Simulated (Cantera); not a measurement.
**(CH3)2SiCl2 + C2H4 + H2 (silicon carbide growth)**

Charge: 1 mol (CH3)2SiCl2, 0.33 mol C2H4, 560 mol H2, equilibrated at 360 Pa.

Method: chemical equilibrium by Gibbs-energy minimisation in Cantera with the NASA 1993 tables (ideal gas, pure condensed phases). Candidate condensed phases: C, C6H6, C7H8, C8H18, Si, SiC; 109 gas species. The feed counts by its element totals alone. The numbers say what is thermodynamically allowed, not how fast it happens.

| T (K) | log p H2 | log p H | log p HCl | log p C2H2 (acetylene) | log p Si | log p Cl | n C(graphite) | n SiC(s) |
|---|---|---|---|---|---|---|---|---|
| 1073 | -2.45 | -9.08 | -4.89 | -10.59 | <-14 | -11.57 | 1.57 | 1.000 |
| 1273 | -2.45 | -7.37 | -4.89 | -8.88 | -13.33 | -9.89 | 1.64 | 1.000 |
| 1473 | -2.45 | -6.12 | -4.89 | -7.63 | -10.45 | -8.66 | 1.65 | 1.000 |
| 1673 | -2.45 | -5.17 | -4.90 | -6.69 | -8.25 | -7.72 | 1.59 | 0.999 |
| 1873 | -2.45 | -4.42 | -4.90 | -5.96 | -6.53 | -6.99 | 1.36 | 0.947 |
| 2073 | -2.47 | -3.81 | -4.92 | -5.38 | -5.27 | -6.40 | 1.19 | 0 |
| 2273 | -2.51 | -3.33 | -4.97 | -5.13 | -5.27 | -5.93 | 0 | 0 |
| 2473 | -2.61 | -2.96 | -5.09 | -5.19 | -5.30 | -5.59 | 0 | 0 |
| 2673 | -2.81 | -2.69 | -5.32 | -5.35 | -5.37 | -5.36 | 0 | 0 |
log p: log10 of the partial pressure in bar; n: condensed amount in mol.

From 1073 K to 1873 K the condensed part is C(graphite) + SiC(s). At 2073 K the condensed part is C(graphite). From 2273 K to 2673 K nothing is condensed. The main Si-bearing gas is SiCl2 at 1073 K and Si at 2673 K.
